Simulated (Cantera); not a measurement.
A closed system holds: 1 mol Si, 0.52 mol NF₃, held at 648.15 K and 10.0 Torr.

Equilibrium computed with Cantera from the NASA thermochemical tables; the gas is ideal and each condensed phase is pure. Candidate condensed phases: Si, Si₃N₄; 16 gas species. The numbers say what is thermodynamically allowed, not how fast it happens.

Base state: SiF₄ 1.000 (mole fractions); condensed: Si(s) + Si₃N₄(s).

Problem. What changes in the equilibrium state with this change: NF₃ from 0.52 to 2.6 mol?

Solution. 
| species | before | after |
|---|---|---|
| NF₃ | <1e-9 | 0.348 |
| SiF₄ | 1.000 | 0.321 |
| N₂ | <1e-9 | 0.243 |
| F₂ | <1e-9 | 0.0871 |
| F | <1e-9 | 0.00120 |
| Si(s), mol | 0.220 | 0 |
| Si₃N₄(s), mol | 0.130 | 0 |
